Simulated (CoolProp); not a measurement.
A Linde-Hampson liquefier for nitrogen: isothermal reversible compression at 230 K from 1 atm to 20 MPa, throttling to 1 atm, return gas leaving the recuperator 0 K below the feed. Each further row changes one setting.

The numbers come from the reference Helmholtz-energy equation of state, Span 2000 in CoolProp.

```
case                        liquid yield per pass  compression work (kJ/kg of gas)
--------------------------  ---------------------  -------------------------------
as stated                                   0.161                              351
high pressure 40 MPa                   (withheld)                       (withheld)
warm-end temperature 260 K             (withheld)                       (withheld)
warm-end gap 5 K                       (withheld)                              351
```

### Question
Complete the blanks.

### Answer

- high pressure 40 MPa, liquid yield per pass: 0.190
- high pressure 40 MPa, compression work (kJ/kg of gas): 403
- warm-end temperature 260 K, liquid yield per pass: 0.114
- warm-end temperature 260 K, compression work (kJ/kg of gas): 404
- warm-end gap 5 K, liquid yield per pass: 0.149
